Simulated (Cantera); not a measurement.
What does this Cantera script print?

```python
import numpy as np
import cantera as ct

gas = ct.Solution("SiF4_NH3_mec.yaml", "gas")
gas.TPX = 2375, 101325, {'NH3': 1, 'N2': 7.9}
inlet = ct.Reservoir(gas, clone=True)

reactor = ct.IdealGasConstPressureReactor(gas, energy="off", clone=False)
exhaust = ct.Reservoir(gas, clone=True)
tau = [16, 2.9, 0.56, 0.11, 0.02, 0.0038, 0.00072, 0.00014][0]
for a, b in ((inlet, reactor), (reactor, exhaust)):
    ct.MassFlowController(a, b, mdot=lambda t: reactor.mass / tau)
net = ct.ReactorNet([reactor])
show = ['NH3', 'N2H2', 'H2', 'N2', 'N2H4']

rows = []
print(f"{'tau/s':>10s}{'T/K':>9s}" + "".join(f"{s:>11s}" for s in show))
for tau in [16, 2.9, 0.56, 0.11, 0.02, 0.0038, 0.00072, 0.00014]:
    net.initial_time = 0.0
    net.advance(30 * tau)
    before = gas.X
    net.advance(40 * tau)
    drift = np.max(np.abs(gas.X - before) / (gas.X + 1e-9))
    rows.append([gas.T, *gas[show].X, drift])
    print(f"{tau:10.3e}{gas.T:9.1f}" + "".join(f"{x:11.3e}" for x in gas[show].X))
```

It prints:

```
     tau/s      T/K        NH3       N2H2         H2         N2       N2H4
 1.600e+01   2375.0  1.749e-05  5.829e-11  1.484e-01  8.462e-01  1.544e-13
 2.900e+00   2375.0  4.309e-05  3.164e-10  1.484e-01  8.463e-01  8.920e-13
 5.600e-01   2375.0  1.245e-04  1.832e-09  1.486e-01  8.465e-01  5.825e-12
 1.100e-01   2375.0  8.270e-04  1.489e-08  1.488e-01  8.476e-01  8.114e-11
 2.000e-02   2375.0  6.720e-03  1.170e-07  1.416e-01  8.503e-01  1.277e-09
 3.800e-03   2375.0  2.943e-02  5.828e-07  1.110e-01  8.584e-01  1.029e-08
 7.200e-04   2375.0  7.317e-02  1.624e-06  5.163e-02  8.737e-01  4.449e-08
 1.400e-04   2375.0  1.018e-01  2.163e-06  1.267e-02  8.837e-01  9.894e-08
```

Model: the gas-phase N/H chemistry of the illustrative SiF4/NH3 mechanism in the Surface Chemkin manual (1991), integrated in Cantera. Walls and surfaces, which speed up NH3 decomposition in real reactors, are not modelled.
